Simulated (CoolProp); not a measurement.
Vapour-liquid equilibrium of n-butane (1) + benzene (2) at 63.65 °C; x and y are mole fractions of (1).

Computed with CoolProp (multi-fluid Helmholtz-energy mixture model, Bücker 2006 and Thol 2012; pair parameters Bell 2016).

**Question.** Give the bubble pressure and the first vapour's composition at x = 0.05, 0.35, 0.5. Is there an azeotrope?

**Answer.** x = 0.05: 0.09867 MPa, y = 0.419; x = 0.35: 0.3239 MPa, y = 0.864; x = 0.5: 0.4171 MPa, y = 0.911. No azeotrope shows between x = 0.05 and 0.95.

Pair parameters are fitted to limited data, so mixtures are less certain than the pure fluids.
